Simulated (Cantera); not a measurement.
A Cantera script and what it prints.

```python
import numpy as np
import cantera as ct

gas_names = """
    H H2 H2S N NH NH2 NH3 N2 N2H2 N2H4 Ni NiS S SH SN S2 S8
""".split()
cond_names = """
    Ni(cr) Ni(L) NiS(b) NiS(a) NiS(L) NiS2(s) NiS2(L) Ni3S2(I) Ni3S2(II) Ni3S2(L) Ni3S4(s) S(cr1) S(cr2)
    S(L)
""".split()


# ... load() reads the species with a 1 bar reference pressure and builds the phases ...
atoms = {
    'NiS': {'Ni': 1, 'S': 1},
    'H2': {'H': 2},
    'N2': {'N': 2},
}
top_T = {'Ni3S4(s)': 620}  # K; cautious upper limits of use, not melting points


# ... equilibrate(T, P, feed) seeds the gas with the atoms and calls Mixture.equilibrate('TP', solver="vcs", rtol=1e-11, max_steps=5000) ...
results = []
T = 1200  # K
P = 490  # Pa
for m in [1.2, 2.3, 4.2, 7.8, 14, 27, 49, 91]:
    feed = {'NiS': 1, 'H2': 0.46, 'N2': m}  # mol
    mix = equilibrate(T, P, feed)
    results.append((T, P, feed, dict(zip(mix.species_names, mix.species_moles))))

top = {s: max(r[3][s] / sum(r[3][g] for g in gas_names) for r in results) for s in gas_names}
cols = sorted((s for s in top if top[s] > 1e-05), key=lambda s: -top[s])[:5]
seen = [c for c in cond_names if any(r[3].get(c, 0) > 1e-12 for r in results)]
print("log10 of partial pressures in bar; condensed amounts in mol")
print(f"{'n(N2)':>10s}" + "".join(f"{s[:9]:>10s}" for s in cols + seen))
for T, P, feed, n in results:
    ng = sum(n[g] for g in gas_names)
    print(f"{feed['N2']:10.4g}" + "".join(f"{np.log10(max(n[s] / ng * P / 1e5, 1e-99)):10.3f}" for s in cols)
          + "".join(f"{n.get(c, 0):10.4g}" for c in seen))
```

It prints:

```
log10 of partial pressures in bar; condensed amounts in mol
     n(N2)        N2        H2       H2S        S2        SH  Ni3S2(L)
       1.2    -2.477    -3.033    -3.456    -3.542    -5.725    0.3333
       2.3    -2.406    -3.222    -3.733    -3.718    -5.908    0.3333
       4.2    -2.366    -3.423    -4.029    -3.908    -6.103    0.3333
       7.8    -2.341    -3.648    -4.361    -4.123    -6.323    0.3333
        14    -2.328    -3.873    -4.694    -4.340    -6.544    0.3333
        27    -2.319    -4.135    -5.084    -4.595    -6.803    0.3333
        49    -2.315    -4.379    -5.448    -4.835    -7.044    0.3333
        91    -2.313    -4.636    -5.832    -5.089    -7.300    0.3333
```

Cantera equilibrium calculation (NASA polynomials, part measured and part estimated; ideal gas, pure solids and liquids). Gases not in the tables: S3 to S7.
